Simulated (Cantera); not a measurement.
## Silicon epitaxy and polysilicon growth: SiCl₄ + HCl + N₂

Feed: 1 mol SiCl₄, 0.033 mol HCl, a varied amount of N₂, held at 1050 K and 1 atm.

Equilibrium computed with Cantera from the NASA thermochemical tables; the gas is ideal and each condensed phase is pure. Candidate condensed phases: NH₄Cl, Si, Si₃N₄; 28 gas species. The numbers say what is thermodynamically allowed, not how fast it happens.

From 5.2 mol N₂ to 110 mol N₂ nothing is condensed. The main Si-bearing gas is SiCl₄ throughout.

```json
[
 {"n(N₂) (mol)": "5.2", "log p N₂": "-0.07", "log p SiCl₄": "-0.79", "log p HCl": "-2.27", "log p SiCl₃": "-6.02", "log p Cl": "-6.38"},
 {"n(N₂) (mol)": "6.9", "log p N₂": "-0.05", "log p SiCl₄": "-0.89", "log p HCl": "-2.38", "log p SiCl₃": "-6.08", "log p Cl": "-6.42"},
 {"n(N₂) (mol)": "9", "log p N₂": "-0.04", "log p SiCl₄": "-1.00", "log p HCl": "-2.48", "log p SiCl₃": "-6.14", "log p Cl": "-6.46"},
 {"n(N₂) (mol)": "12", "log p N₂": "-0.03", "log p SiCl₄": "-1.11", "log p HCl": "-2.59", "log p SiCl₃": "-6.21", "log p Cl": "-6.51"},
 {"n(N₂) (mol)": "16", "log p N₂": "-0.02", "log p SiCl₄": "-1.23", "log p HCl": "-2.71", "log p SiCl₃": "-6.28", "log p Cl": "-6.55"},
 {"n(N₂) (mol)": "21", "log p N₂": "-0.02", "log p SiCl₄": "-1.34", "log p HCl": "-2.82", "log p SiCl₃": "-6.35", "log p Cl": "-6.60"},
 {"n(N₂) (mol)": "27", "log p N₂": "-0.01", "log p SiCl₄": "-1.44", "log p HCl": "-2.92", "log p SiCl₃": "-6.41", "log p Cl": "-6.64"},
 {"n(N₂) (mol)": "36", "log p N₂": "-0.01", "log p SiCl₄": "-1.56", "log p HCl": "-3.04", "log p SiCl₃": "-6.48", "log p Cl": "-6.69"},
 {"n(N₂) (mol)": "47", "log p N₂": "0.00", "log p SiCl₄": "-1.68", "log p HCl": "-3.16", "log p SiCl₃": "-6.54", "log p Cl": "-6.74"},
 {"n(N₂) (mol)": "62", "log p N₂": "0.00", "log p SiCl₄": "-1.79", "log p HCl": "-3.28", "log p SiCl₃": "-6.61", "log p Cl": "-6.79"},
 {"n(N₂) (mol)": "82", "log p N₂": "0.00", "log p SiCl₄": "-1.91", "log p HCl": "-3.40", "log p SiCl₃": "-6.68", "log p Cl": "-6.84"},
 {"n(N₂) (mol)": "110", "log p N₂": "0.00", "log p SiCl₄": "-2.04", "log p HCl": "-3.52", "log p SiCl₃": "-6.75", "log p Cl": "-6.90"}
]
```
log p: log10 of the partial pressure in bar; nothing condenses.
